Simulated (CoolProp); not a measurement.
A simple Rankine cycle with p-xylene: condensing at 324.15 K, boiler at 0.204 MPa, turbine inlet 454.7 K, turbine efficiency 0.6, pump efficiency 0.6, no recuperator. Each further row changes one setting.

Computed with CoolProp (reference Helmholtz-energy equation of state, Zhou 2012).

```csv
case,thermal efficiency (%),net work (kJ/kg),heat in (kJ/kg),turbine exit temperature (K),volume ratio over the turbine
as stated,12.5,72.0,577,406.6,42.8
turbine inlet 474.7 K,12.4,75.9,614,427.0,42.6
condensing temperature 316.15 K,13.3,78.8,591,402.3,62.4
boiler pressure 0.143 MPa,11.5,66.5,580,411.8,29.7
turbine efficiency 0.5,10.4,60.0,577,414.1,43.6
```
